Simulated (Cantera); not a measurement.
**BCl₃ + H₂ + O₂ (boron, boron nitride and boron oxide)**

Charge: 1 mol BCl₃, 82 mol H₂, 3.6 mol O₂, equilibrated at 91.0 mbar.

Equilibrium computed with Cantera from the NASA thermochemical tables; the gas is ideal and each condensed phase is pure. Candidate condensed phases: B, B₂O₃, B₃O₃H₃, H₂O; 33 gas species. Gases not in the tables: H₃BO₃. Equilibrium is a limit: real reactors are often held back by kinetics, nucleation or transport.

```
T (°C)  log p H₂  log p H₂O  log p HCl  log p HBO₂  log p HBO  log p B₂O₃  n B₂O₃(l)
------  --------  ---------  ---------  ----------  ---------  ----------  ---------
950        -1.09      -2.21      -2.49       -4.05      -7.11       -7.72      0.452
975        -1.09      -2.21      -2.49       -3.90      -6.86       -7.38      0.436
1000       -1.09      -2.21      -2.49       -3.76      -6.62       -7.06      0.415
1025       -1.09      -2.22      -2.49       -3.63      -6.40       -6.75      0.387
1050       -1.09      -2.22      -2.49       -3.50      -6.18       -6.46      0.350
1075       -1.09      -2.22      -2.49       -3.38      -5.97       -6.18      0.304
1100       -1.09      -2.23      -2.49       -3.27      -5.77       -5.90      0.245
1125       -1.09      -2.23      -2.49       -3.16      -5.57       -5.64      0.171
1150       -1.09      -2.24      -2.49       -3.05      -5.38       -5.39     0.0793
1175       -1.09      -2.25      -2.49       -2.98      -5.23       -5.20          0
1200       -1.09      -2.25      -2.49       -2.97      -5.16       -5.17          0
1225       -1.09      -2.25      -2.49       -2.98      -5.09       -5.14          0
```
log p: log10 of the partial pressure in bar; n: condensed amount in mol.

From 950 °C to 1150 °C the condensed part is B₂O₃(l). From 1175 °C to 1225 °C nothing is condensed.
